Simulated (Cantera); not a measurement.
A closed system holds: 1 mol SiH2Cl2, 3.7 mol N2, equilibrated at 100000 Pa.

Method: chemical equilibrium by Gibbs-energy minimisation in Cantera with the NASA 1993 tables (ideal gas, pure condensed phases). Candidate condensed phases: NH4Cl, Si, Si3N4; 28 gas species. The tables' values for SiCl3 are old estimates; treat these amounts as uncertain. Equilibrium is a limit: real reactors are often held back by kinetics, nucleation or transport. All values below are at 1798 K.

Base state: N2 0.635, HCl 0.181, H2 0.0998, SiCl2 0.0576, SiCl3 0.0168, SiCl4 0.00795, SiHCl3 0.00109, Cl 0.000155 (mole fractions); condensed: Si3N4(s).

Task: What changes in the equilibrium state with this change: pressure from 100000 Pa to 480 Pa?

Result: 
```csv
species,before,after
N2,0.635,0.648
H2,0.0998,0.136
SiCl2,0.0576,0.134
HCl,0.181,0.0767
SiCl3,0.0168,0.000987
Si2N,5.63e-9,2.57e-5
Si,1.74e-7,0.000643
SiCl4,0.00795,1.17e-5
SiH,6.31e-8,1.88e-5
"Si3N4(s), mol",0.188,0
"Si(l), mol",0,0.218
```
The tables' values for SiCl3, SiCl, SiN are old estimates; treat these amounts as uncertain.
